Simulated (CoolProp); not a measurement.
Octamethyltrisiloxane (MDM) at several states: density (kg/m³) from the reference equation and from simpler models built on Tc = 565.4 K, pc = 1.438 MPa, ω = 0.528; each cubic takes its own stable root.

Computed with CoolProp (reference Helmholtz-energy equation of state, Thol 2017).

```csv
T (K),p (MPa),phase,reference
469.9,2.16,liquid,628.8
265,1.78,liquid,850.1
522.1,0.292,gas,17.69
513.8,7.51,liquid,609.9
332.2,0.741,liquid,781.9
501.8,2.38,liquid,584.9
```

**Question.** How far does each simpler model (van der Waals, Soave-Redlich-Kwong, Peng-Robinson) lie from the reference over these 6 states: mean and median of the absolute difference, and the worst?

**Answer.** 
- van der Waals: mean 32.0 %, median 37.1 %, worst -42.4 % at 265 K and 1.78 MPa
- Soave-Redlich-Kwong: mean 7.5 %, median 8.9 %, worst -11.6 % at 265 K and 1.78 MPa
- Peng-Robinson: mean 2.5 %, median 2.0 %, worst +5.5 % at 513.8 K and 7.51 MPa
